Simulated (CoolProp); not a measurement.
Vapour-liquid equilibrium of acetone (1) + n-heptane (2) at 0.481 MPa; x and y are mole fractions of (1).

Model: multi-fluid Helmholtz-energy mixture model, Lemmon 2006 and Span 2003; pair parameters Bell 2016, in CoolProp.

Give the bubble temperature and the first vapour's composition at x = 0.05, 0.425, 0.875. Is there an azeotrope?

x = 0.05: 424.5 K, y = 0.211; x = 0.425: 391.9 K, y = 0.715; x = 0.875: 383.8 K, y = 0.900. No azeotrope shows between x = 0.05 and 0.95.

The pair parameters rest on a limited set of measurements; away from them the model extrapolates.
